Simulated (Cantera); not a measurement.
## Ignition delay

Mixture: 17.1 % CH4, 18.0 % O2, 64.9 % N2, equivalence ratio 1.9, at 9.87 atm, adiabatic and at constant pressure. Ignition delay is the time to a rise of 400 K.

Cantera simulation using GRI-Mech 3.0 (53 species, 325 reactions); the numbers are that mechanism's predictions, not measurements.

```json
[
 {"T0 (K)": "1275", "delay (ms)": "2.64"},
 {"T0 (K)": "1325", "delay (ms)": "1.50"},
 {"T0 (K)": "1375", "delay (ms)": "0.872"},
 {"T0 (K)": "1425", "delay (ms)": "0.517"},
 {"T0 (K)": "1475", "delay (ms)": "0.312"},
 {"T0 (K)": "1525", "delay (ms)": "0.191"},
 {"T0 (K)": "1575", "delay (ms)": "0.119"},
 {"T0 (K)": "1625", "delay (ms)": "0.0755"},
 {"T0 (K)": "1675", "delay (ms)": "0.0488"},
 {"T0 (K)": "1725", "delay (ms)": "0.0323"}
]
```

The apparent activation energy between 1625 and 1725 K comes out as 200 kJ/mol.
